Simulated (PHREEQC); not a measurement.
Polishing slurry liquid: speciation

A solution holds 51 mmol/kgw K2CO3 and 0.23 mmol/kgw H3BO3, at 5 °C. Closed to the air; pH follows from the charge balance.

Model: ion-association model, wateq4f.dat, run in PHREEQC.

This is a speciation only: nothing precipitates in the calculation.

Task: What pH, ionic strength does the model give?

Result: pH 11.72; ionic strength 0.151 mol/kgw.

Task: In which forms is C present?

Result: CO3-2 97 %, HCO3- 3.0 % of the C.

Species that the database lacks are ignored. Constants without temperature data keep their 25 °C values here.
